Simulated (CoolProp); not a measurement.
Values from CoolProp's reference Helmholtz-energy equation of state, Guder 2009.

Task: Give the vapour pressure (kPa), liquid density (kg/m³), vapour Z, surface tension (mN/m) of saturated sulfur hexafluoride at -9.65, 1.95, 5.85 °C.

Result: 
| T (°C) | p (kPa) | liquid density (kg/m³) | vapour Z | surface tension (mN/m) |
|---|---|---|---|---|
| -9.65 | 950 | 1620 | 0.810 | 5.77 |
| 1.95 | 1320 | 1540 | 0.759 | 4.27 |
| 5.85 | 1470 | 1510 | 0.739 | 3.79 |

Surface tension comes from a separate correlation (Mulero 2012).
